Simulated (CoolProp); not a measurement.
A single-stage vapour-compression cycle with propylene: evaporating at 200.15 K (dew point), condensing at 238.15 K (bubble point), superheat 2 K, subcooling 0 K, compressor efficiency 0.9, no pressure losses. Each further row changes one setting.

Values from CoolProp's reference Helmholtz-energy equation of state, Lemmon 2013.

```csv
case,cooling COP,pressure ratio,discharge temperature (K),refrigerating effect (kJ/kg),volumetric capacity (kJ/m³)
as stated,4.10,6.44,276.1,385,264
evaporating temperature 205.15 K,[?],[?],269.9,[?],[?]
condensing temperature 233.15 K,4.81,[?],[?],397,272
subcooling 5 K,4.22,6.44,276.1,397,272
superheat 12 K,[?],6.44,287.2,[?],259
compressor efficiency 0.8,3.64,6.44,283.9,385,264
```

Problem. Fill in the missing entries.

Solution. 
- evaporating temperature 205.15 K, cooling COP: 4.94
- evaporating temperature 205.15 K, pressure ratio: 4.82
- evaporating temperature 205.15 K, refrigerating effect (kJ/kg): 391
- evaporating temperature 205.15 K, volumetric capacity (kJ/m³): 351
- condensing temperature 233.15 K, pressure ratio: 5.24
- condensing temperature 233.15 K, discharge temperature (K): 267.5
- superheat 12 K, cooling COP: 4.04
- superheat 12 K, refrigerating effect (kJ/kg): 398
